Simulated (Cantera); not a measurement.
Feed: 1 mol BN, 3.5 mol H₂, held at 552 °C and 0.0128 Torr.

Method: chemical equilibrium by Gibbs-energy minimisation in Cantera with the NASA 1993 tables (ideal gas, pure condensed phases). Candidate condensed phases: B, BN; 15 gas species. Equilibrium is a limit: real reactors are often held back by kinetics, nucleation or transport.

Q: What is the equilibrium state?

A: 
```json
{
 "x(H₂)": "1.00",
 "n(BN(s))": "1.00 mol",
 "gas_amount": "3.500 mol",
 "log10 activity of B(s) (absent)": "-2.46"
}
```
